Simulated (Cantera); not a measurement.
A closed system holds: 1 mol PbO, 1.8 mol CH4, 6.9 mol N2, 2.7 mol C, equilibrated at 1898 K.

These are equilibrium values from Cantera (NASA tables, ideal gas, pure condensed phases), not measurements of a reactor. Candidate condensed phases: C, C6H6, C7H8, C8H18, H2O, Pb, PbO, PbO2, Pb3O4; 139 gas species. Equilibrium is a limit: real reactors are often held back by kinetics, nucleation or transport.

Question: Which condensed phases are stable at each of these points (P (Pa)): 10, 68, 460, 3200, 22000, 150000, 1000000?

Answer: 
```
P (Pa)      condensed phases  Pb condensed (%)
-------  -------------------  ----------------
10               C(graphite)               0.0
68               C(graphite)               0.0
460              C(graphite)               0.0
3200             C(graphite)               0.0
22000            C(graphite)               0.0
150000           C(graphite)               0.0
1000000  C(graphite) + Pb(l)              39.0
```

From 10.0 Pa to 1.50 bar the condensed part is C(graphite). At 10.0 bar the condensed part is C(graphite) + Pb(l).
